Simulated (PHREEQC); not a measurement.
Solution (35 °C): 0.013 mol/kgw NaBr and 0.0025 mol/kgw TMAH. Closed to the air; pH follows from the charge balance.

The numbers come from PHREEQC with the ion-association model, wateq4f.dat.

No solid was allowed to form.

Task: Estimate the pH.

Result: pH 11.03.

Species that the database lacks are ignored. (CH3)4N+ isn't in the database: it is added as a free cation with an ion size of 4 Å.
